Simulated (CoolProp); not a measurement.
Vapour pressure (bar) of isohexane: the reference equation beside estimates from Tc = 497.7 K, pc = 30.43 bar, ω = 0.280. Clausius-Clapeyron is anchored at 258.6 K with a constant enthalpy of vaporisation of 32.08 kJ/mol.

Values from CoolProp's reference Helmholtz-energy equation of state, Lemmon 2006. It is a short technical equation, of lower accuracy than the large ones.

```
T (K)  reference  Lee-Kesler  Clausius-Clapeyron  van der Waals  Redlich-Kwong  Soave-Redlich-Kwong  Peng-Robinson
-----  ---------  ----------  ------------------  -------------  -------------  -------------------  -------------
245      0.01753     0.01655             0.01775         0.7602        0.05520              0.01705        0.01856
258.6    0.04064     0.03865             0.04064          1.092         0.1153              0.03961        0.04226
272.1    0.08492     0.08149             0.08519          1.512         0.2185              0.08305        0.08714
285.7     0.1642      0.1591              0.1673          2.038         0.3855               0.1612         0.1668
299.3     0.2960      0.2893              0.3091          2.678         0.6381               0.2918         0.2985
312.8     0.5006      0.4932              0.5391          3.437         0.9978               0.4955         0.5022
326.4     0.8074      0.8011              0.9014          4.336          1.496               0.8024         0.8072
339.9      1.242       1.239               1.442          5.372          2.153                1.239          1.239
```

Absolute difference from the reference over all 8 rows, mean and median: Lee-Kesler 2.8 and 2.7 %, Clausius-Clapeyron 5.4 and 3.2 %, van der Waals 1475.8 and 972.9 %, Redlich-Kwong 133.0 and 125.2 %, Soave-Redlich-Kwong 1.6 and 1.6 %, Peng-Robinson 1.9 and 1.2 %.
